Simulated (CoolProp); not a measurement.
Vapour-liquid equilibrium of propane (1) + R134a (2) at 1.95 bar; x and y are mole fractions of (1).

Computed with CoolProp (multi-fluid Helmholtz-energy mixture model, Lemmon 2009 and Tillner-Roth 1994; pair parameters Bell 2016).

```
x     bubble temperature, mixture model (°C)  bubble temperature, Raoult's law (°C)  y, mixture model  y, Raoult's law
----  --------------------------------------  -------------------------------------  ----------------  ---------------
0.05                                   -19.2                                  -11.6             0.313            0.084
0.2                                    -29.3                                  -14.3             0.598            0.307
0.35                                   -31.2                                  -16.8             0.649            0.492
0.5                                    -31.5                                  -19.1             0.659            0.647
0.65                                   -31.6                                  -21.4             0.671            0.776
0.8                                    -31.4                                  -23.5             0.713            0.883
0.95                                   -28.7                                  -25.5             0.870            0.973
```

The largest gap from Raoult's law is -15.0 K in bubble temperature, at x = 0.2. y crosses x between x = 0.65 and 0.8: the model has an azeotrope there.

The pair parameters rest on a limited set of measurements; away from them the model extrapolates. With so large a gap from Raoult's law the liquid may split in two, which this calculation doesn't test in full.
